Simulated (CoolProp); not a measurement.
Values from CoolProp's reference Helmholtz-energy equation of state, Gao 2022.

Task: Give the vapour pressure (kPa), liquid density (kg/m³), vapour density (kg/m³), enthalpy of vaporisation (kJ/kg) of saturated n-perfluorohexane at 385.5, 404, 434.8 K.

Result: 
```json
[
 {"T (K)": "385.5", "p (kPa)": "480", "liquid density (kg/m³)": "1370", "vapour density (kg/m³)": "63.1", "enthalpy of vaporisation (kJ/kg)": "65.9"},
 {"T (K)": "404", "p (kPa)": "727", "liquid density (kg/m³)": "1280", "vapour density (kg/m³)": "101", "enthalpy of vaporisation (kJ/kg)": "57.5"},
 {"T (K)": "434.8", "p (kPa)": "1350", "liquid density (kg/m³)": "1040", "vapour density (kg/m³)": "241", "enthalpy of vaporisation (kJ/kg)": "35.8"}
]
```
